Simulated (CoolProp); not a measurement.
R1336mzz(Z) along the isotherm 466.7 K: Z from the reference equation and from simpler models built on Tc = 444.5 K, pc = 29.04 bar, ω = 0.386; each cubic takes its own stable root.

Values from CoolProp's reference Helmholtz-energy equation of state, McLinden 2020.

```
p (bar)  phase  reference
-------  -----  ---------
1.32       gas     0.9864
2.64       gas     0.9725
3.96       gas     0.9584
5.28       gas     0.9441
6.6        gas     0.9295
7.92       gas     0.9146
9.24       gas     0.8995
10.6       gas     0.8835
11.9       gas     0.8679
13.2       gas     0.8520
14.5       gas     0.8357
```

Task: How far does each simpler model (Redlich-Kwong, Peng-Robinson) lie from the reference over these 11 states: mean and median of the absolute difference, and the worst?

Result: 
- Redlich-Kwong: mean 0.1 %, median 0.1 %, worst +0.1 % at 466.7 K and 14.5 bar
- Peng-Robinson: mean 0.6 %, median 0.6 %, worst -1.0 % at 466.7 K and 14.5 bar
